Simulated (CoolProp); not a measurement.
n-pentane along the isotherm 222.25 °C: Z from the reference equation and from simpler models built on Tc = 196.5 °C, pc = 33.68 bar, ω = 0.251; each cubic takes its own stable root.

Model: reference Helmholtz-energy equation of state, Thol 2019, in CoolProp.

| p (bar) | phase | reference | Redlich-Kwong | Soave-Redlich-Kwong | Peng-Robinson |
|---|---|---|---|---|---|
| 0.16 | gas | 0.9986 | 0.9986 | 0.9986 | 0.9985 |
| 0.27 | gas | 0.9977 | 0.9977 | 0.9977 | 0.9974 |
| 0.455 | gas | 0.9961 | 0.9960 | 0.9961 | 0.9957 |
| 0.768 | gas | 0.9935 | 0.9933 | 0.9935 | 0.9927 |
| 1.3 | gas | 0.9889 | 0.9887 | 0.9890 | 0.9876 |
| 2.19 | gas | 0.9812 | 0.9808 | 0.9813 | 0.9790 |
| 3.69 | gas | 0.9681 | 0.9674 | 0.9683 | (withheld) |
| 6.23 | gas | 0.9454 | 0.9442 | 0.9458 | (withheld) |
| 10.5 | gas | (withheld) | 0.9036 | 0.9065 | 0.8956 |
| 17.7 | gas | 0.8328 | 0.8296 | (withheld) | 0.8176 |
| 29.9 | gas | 0.6845 | 0.6782 | 0.6925 | (withheld) |
| 50.5 | supercritical | 0.3272 | 0.3586 | (withheld) | (withheld) |

### Question
Complete the blanks.

### Answer

- 3.69, Peng-Robinson: 0.9643
- 6.23, Peng-Robinson: 0.9392
- 10.5, reference: 0.9056
- 17.7, Soave-Redlich-Kwong: 0.8352
- 29.9, Peng-Robinson: 0.6657
- 50.5, Soave-Redlich-Kwong: 0.3908
- 50.5, Peng-Robinson: 0.3634
